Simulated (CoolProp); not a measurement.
Vapour-liquid equilibrium of n-octane (1) + o-xylene (2) at 500.6 K; x and y are mole fractions of (1).

Computed with CoolProp (multi-fluid Helmholtz-energy mixture model, Beckmüller 2019 and Zhou 2012; pair parameters Bell 2016).

```json
[
 {"x": "0.05", "bubble pressure (kPa)": "621.6", "y at the bubble point": "0.071", "dew pressure at overall composition x (kPa)": "616.6", "liquid density (mol/L)": "6.273"},
 {"x": "0.15", "bubble pressure (kPa)": "653.8", "y at the bubble point": "0.201", "dew pressure at overall composition x (kPa)": "641.0", "liquid density (mol/L)": "6.026"},
 {"x": "0.25", "bubble pressure (kPa)": "685.0", "y at the bubble point": "0.318", "dew pressure at overall composition x (kPa)": "666.7", "liquid density (mol/L)": "5.790"},
 {"x": "0.35", "bubble pressure (kPa)": "715.1", "y at the bubble point": "0.426", "dew pressure at overall composition x (kPa)": "693.7", "liquid density (mol/L)": "5.565"},
 {"x": "0.45", "bubble pressure (kPa)": "744.4", "y at the bubble point": "0.526", "dew pressure at overall composition x (kPa)": "721.9", "liquid density (mol/L)": "5.350"},
 {"x": "0.55", "bubble pressure (kPa)": "772.9", "y at the bubble point": "0.621", "dew pressure at overall composition x (kPa)": "751.4", "liquid density (mol/L)": "5.144"},
 {"x": "0.65", "bubble pressure (kPa)": "801.0", "y at the bubble point": "0.710", "dew pressure at overall composition x (kPa)": "782.0", "liquid density (mol/L)": "4.947"},
 {"x": "0.75", "bubble pressure (kPa)": "828.6", "y at the bubble point": "0.796", "dew pressure at overall composition x (kPa)": "813.6", "liquid density (mol/L)": "4.758"},
 {"x": "0.85", "bubble pressure (kPa)": "855.9", "y at the bubble point": "0.879", "dew pressure at overall composition x (kPa)": "846.2", "liquid density (mol/L)": "4.576"},
 {"x": "0.95", "bubble pressure (kPa)": "883.0", "y at the bubble point": "0.960", "dew pressure at overall composition x (kPa)": "879.5", "liquid density (mol/L)": "4.401"}
]
```

No azeotrope shows between x = 0.05 and 0.95.

The pair parameters rest on a limited set of measurements; away from them the model extrapolates.
